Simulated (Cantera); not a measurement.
Feed: 1 mol Si₃N₄, 0.89 mol NF₃, 1.6 mol N₂, 1.2 mol HCl, held at 1250 K and 133 Pa.

Method: chemical equilibrium by Gibbs-energy minimisation in Cantera with the NASA 1993 tables (ideal gas, pure condensed phases). Candidate condensed phases: NH₄Cl, Si, Si₃N₄; 49 gas species. The tables' values for SiCl₃, SiF₃, SiF₂ are old estimates; treat these amounts as uncertain. The numbers say what is thermodynamically allowed, not how fast it happens.

Base state: N₂ 0.588, HCl 0.189, SiF₄ 0.150, H₂ 0.0421, SiCl₄ 0.0155, SiCl₂ 0.00631, SiCl₃ 0.00370, SiF₃ 0.00360 (mole fractions); condensed: Si₃N₄(s).

**Question.** What changes in the equilibrium state with this change: temperature from 1250 K to 775 K?

**Answer.** 
```csv
species,before,after
N₂,0.588,0.597
HCl,0.189,0.160
SiF₄,0.150,0.155
H₂,0.0421,0.0590
SiCl₄,0.0155,0.0295
SiCl₂,0.00631,<1e-9
SiF₂,8.35e-5,<1e-9
SiF₃,0.00360,6.28e-8
SiCl₃,0.00370,3.26e-7
Cl,1.04e-5,<1e-9
"Si₃N₄(s), mol",0.739,0.735
```
